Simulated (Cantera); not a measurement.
Input (Python, Cantera) and output of one run.

```python
import numpy as np
import cantera as ct

gas_names = [...]  # 113 gases of nasa_gas.yaml made of C, H, O, Ta
cond_names = """
    C(gr) C6H6(L) C7H8(L) C8H18(L),n-octa H2O(s) H2O(L) Ta(cr) Ta(L) TaC(s) TaC(L) Ta2O5(s) Ta2O5(L)
""".split()


# ... load() reads the species with a 1 bar reference pressure and builds the phases ...
atoms = {
    'Ta(OEt)5': {'Ta': 1, 'C': 10, 'H': 25, 'O': 5},
    'O2': {'O': 2},
}
top_T = {'C(gr)': 4500}  # K; cautious upper limits of use, not melting points


# ... equilibrate(T, P, feed) seeds the gas with the atoms and calls Mixture.equilibrate('TP', solver="vcs", rtol=1e-11, max_steps=5000) ...
results = []
feed = {'Ta(OEt)5': 1, 'O2': 0.12}  # mol
P = 570000  # Pa
for T in [1475, 1550, 1625, 1700, 1775, 1850, 1925, 2000, 2075, 2150, 2225, 2300]:
    mix = equilibrate(T, P, feed)
    results.append((T, P, feed, dict(zip(mix.species_names, mix.species_moles))))
    x = sorted(zip(gas.X, gas.species_names), reverse=True)
    print(f"T = {T:g} K  P = {P:g} Pa  gas = {mix.phase_moles(0):.4g} mol")
    print("   x: " + "  ".join(f"{s} {v:.3e}" for v, s in x if v > 0.001))
    print("   condensed (mol): " + ("  ".join(f"{mix.phase(i).name} {mix.phase_moles(i):.4g}"
          for i in range(1, mix.n_phases) if mix.phase_moles(i) > 1e-12) or "none"))
```

Output:

```
T = 1475 K  P = 570000 Pa  gas = 17.55 mol
   x: H2 6.938e-01  CO 2.953e-01  CH4 7.977e-03  H2O 2.410e-03
   condensed (mol): C(gr) 3.669  TaC(s) 1
T = 1550 K  P = 570000 Pa  gas = 17.61 mol
   x: H2 6.970e-01  CO 2.957e-01  CH4 5.630e-03  H2O 1.423e-03
   condensed (mol): C(gr) 3.689  TaC(s) 1
T = 1625 K  P = 570000 Pa  gas = 17.65 mol
   x: H2 6.991e-01  CO 2.958e-01  CH4 4.096e-03
   condensed (mol): C(gr) 3.704  TaC(s) 1
T = 1700 K  P = 570000 Pa  gas = 17.67 mol
   x: H2 7.004e-01  CO 2.958e-01  CH4 3.063e-03
   condensed (mol): C(gr) 3.715  TaC(s) 1
T = 1775 K  P = 570000 Pa  gas = 17.69 mol
   x: H2 7.013e-01  CO 2.957e-01  CH4 2.347e-03
   condensed (mol): C(gr) 3.722  TaC(s) 1
T = 1850 K  P = 570000 Pa  gas = 17.7 mol
   x: H2 7.018e-01  CO 2.957e-01  CH4 1.838e-03
   condensed (mol): C(gr) 3.726  TaC(s) 1
T = 1925 K  P = 570000 Pa  gas = 17.71 mol
   x: H2 7.020e-01  CO 2.956e-01  CH4 1.468e-03
   condensed (mol): C(gr) 3.726  TaC(s) 1
T = 2000 K  P = 570000 Pa  gas = 17.72 mol
   x: H2 7.020e-01  CO 2.955e-01  CH4 1.192e-03
   condensed (mol): C(gr) 3.722  TaC(s) 1
T = 2075 K  P = 570000 Pa  gas = 17.73 mol
   x: H2 7.016e-01  CO 2.954e-01
   condensed (mol): C(gr) 3.713  TaC(s) 1
T = 2150 K  P = 570000 Pa  gas = 17.74 mol
   x: H2 7.009e-01  CO 2.953e-01  H 1.479e-03  C2H2,acetylene 1.358e-03
   condensed (mol): C(gr) 3.697  TaC(s) 1
T = 2225 K  P = 570000 Pa  gas = 17.75 mol
   x: H2 6.996e-01  CO 2.952e-01  H 2.269e-03  C2H2,acetylene 2.052e-03
   condensed (mol): C(gr) 3.674  TaC(s) 1
T = 2300 K  P = 570000 Pa  gas = 17.76 mol
   x: H2 6.978e-01  CO 2.950e-01  H 3.386e-03  C2H2,acetylene 3.016e-03
   condensed (mol): C(gr) 3.641  TaC(s) 1
```

Cantera equilibrium calculation (NASA polynomials, part measured and part estimated; ideal gas, pure solids and liquids). The feed counts by its element totals alone. TaC: taken at fixed stoichiometry. Condensed phases not in the tables: Ta2C.
